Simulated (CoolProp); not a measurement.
Vapour-liquid equilibrium of R125 (1) + R245fa (2) at 1.54 bar; x and y are mole fractions of (1).

Model: multi-fluid Helmholtz-energy mixture model, Lemmon 2005 and Akasaka 2015; pair parameters Bell 2016, in CoolProp.

```json
[
 {"x": "0.05", "bubble temperature (°C)": "15.5", "y at the bubble point": "0.349", "dew temperature at overall composition x (°C)": "24.7", "liquid density (mol/L)": "10.22"},
 {"x": "0.15", "bubble temperature (°C)": "0.3", "y at the bubble point": "0.686", "dew temperature at overall composition x (°C)": "21.9", "liquid density (mol/L)": "10.61"},
 {"x": "0.25", "bubble temperature (°C)": "-9.7", "y at the bubble point": "0.823", "dew temperature at overall composition x (°C)": "(withheld)", "liquid density (mol/L)": "(withheld)"},
 {"x": "0.35", "bubble temperature (°C)": "-16.8", "y at the bubble point": "0.890", "dew temperature at overall composition x (°C)": "15.5", "liquid density (mol/L)": "11.17"},
 {"x": "0.45", "bubble temperature (°C)": "-22.1", "y at the bubble point": "0.929", "dew temperature at overall composition x (°C)": "11.7", "liquid density (mol/L)": "11.39"},
 {"x": "0.55", "bubble temperature (°C)": "-26.3", "y at the bubble point": "0.953", "dew temperature at overall composition x (°C)": "7.4", "liquid density (mol/L)": "11.59"},
 {"x": "0.65", "bubble temperature (°C)": "(withheld)", "y at the bubble point": "0.969", "dew temperature at overall composition x (°C)": "(withheld)", "liquid density (mol/L)": "11.78"},
 {"x": "0.75", "bubble temperature (°C)": "-32.9", "y at the bubble point": "0.981", "dew temperature at overall composition x (°C)": "-3.9", "liquid density (mol/L)": "11.95"},
 {"x": "0.85", "bubble temperature (°C)": "-35.6", "y at the bubble point": "0.990", "dew temperature at overall composition x (°C)": "-12.3", "liquid density (mol/L)": "12.12"},
 {"x": "0.95", "bubble temperature (°C)": "-38.0", "y at the bubble point": "0.997", "dew temperature at overall composition x (°C)": "-25.8", "liquid density (mol/L)": "12.27"}
]
```

**Question.** Complete the blanks.

**Answer.** 
- 0.25, dew temperature at overall composition x (°C): 18.8
- 0.25, liquid density (mol/L): 10.92
- 0.65, bubble temperature (°C): -29.9
- 0.65, dew temperature at overall composition x (°C): 2.4

No azeotrope shows between x = 0.05 and 0.95.

The pair parameters rest on a limited set of measurements; away from them the model extrapolates.
